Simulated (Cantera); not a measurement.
An isothermal, constant-pressure homogeneous reactor starts with H2 : O2 = 0.0026 : 1 (molar parts), at 1450 K and 1330 Pa.

Detailed kinetics in Cantera: GRI-Mech 3.0 (53 species, 325 reactions). Radical loss at walls, strong at low pressure, is not modelled.

x: mole fraction; the columns are a selection and need not sum to one.

| t (s) | x H2 | x O2 | x OH | x O | x H | x H2O |
|---|---|---|---|---|---|---|
| 4.00e-6 | 0.00259 | 0.997 | 5.22e-11 | 5.23e-11 | 4.20e-10 | <1e-12 |
| 1.24e-5 | 0.00259 | 0.997 | 4.29e-10 | 4.29e-10 | 1.03e-9 | 2.11e-12 |
| 3.83e-5 | 0.00259 | 0.997 | 2.75e-9 | 2.76e-9 | 1.81e-9 | 4.55e-11 |
| 0.000119 | 0.00259 | 0.997 | 1.23e-8 | 1.25e-8 | 2.24e-9 | 7.12e-10 |
| 0.000367 | 0.00259 | 0.997 | 4.73e-8 | 4.91e-8 | 3.15e-9 | ___ |
| 0.00114 | 0.00259 | 0.997 | 2.24e-7 | 2.44e-7 | 7.82e-9 | ___ |
| 0.00352 | 0.00259 | 0.997 | 3.19e-6 | 3.61e-6 | 8.64e-8 | ___ |
| 0.0109 | 0.000881 | 0.996 | 0.000719 | 0.00131 | 2.63e-5 | ___ |
| 0.0337 | 2.66e-6 | 0.995 | 0.000388 | 0.00234 | 1.79e-5 | 0.00239 |
| 0.104 | 2.57e-6 | 0.995 | 0.000382 | 0.00226 | 1.71e-5 | 0.00239 |
| 0.323 | 2.34e-6 | 0.995 | 0.000364 | 0.00205 | 1.48e-5 | 0.00240 |
| 1.00 | 1.79e-6 | 0.996 | 0.000319 | 0.00155 | 9.78e-6 | 0.00243 |

Fill in the missing entries.


- 0.000367, x H2O: 8.83e-9
- 0.00114, x H2O: 1.17e-7
- 0.00352, x H2O: 3.28e-6
- 0.0109, x H2O: 0.00134
